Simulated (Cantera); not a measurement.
Feed: 1 mol MgCO₃, 0.2 mol CO₂, equilibrated at 16.0 mbar.

These are equilibrium values from Cantera (NASA tables, ideal gas, pure condensed phases), not measurements of a reactor. Candidate condensed phases: C, Mg, MgCO₃, MgO; 15 gas species. Rates play no part. All values below are at 1550 °C.

Base state: CO₂ 0.970, CO 0.0200, O₂ 0.00995, O 0.000119 (mole fractions); condensed: MgO(s).

What changes in the equilibrium state with this change: pressure from 16.0 mbar to 0.100 bar?


```json
[
 {"species": "CO₂", "before": "0.970", "after": "0.984"},
 {"species": "CO", "before": "0.0200", "after": "0.0110"},
 {"species": "O₂", "before": "0.00995", "after": "0.00546"},
 {"species": "O", "before": "0.000119", "after": "3.53e-5"},
 {"species": "MgO(s), mol", "before": "1.00", "after": "1.00"}
]
```
